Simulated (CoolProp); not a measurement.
Vapour-liquid equilibrium of p-xylene (1) + n-nonane (2) at 2.04 bar; x and y are mole fractions of (1).

Computed with CoolProp (multi-fluid Helmholtz-energy mixture model, Zhou 2012 and Lemmon 2006; pair parameters Bell 2016).

### Question
Give the bubble temperature and the first vapour's composition at x = 0.2, 0.8, 0.95. Is there an azeotrope?

### Answer
x = 0.2: 449.3 K, y = 0.248; x = 0.8: 441.9 K, y = 0.837; x = 0.95: 440.3 K, y = 0.961. No azeotrope shows between x = 0.05 and 0.95.

Pair parameters are fitted to limited data, so mixtures are less certain than the pure fluids.
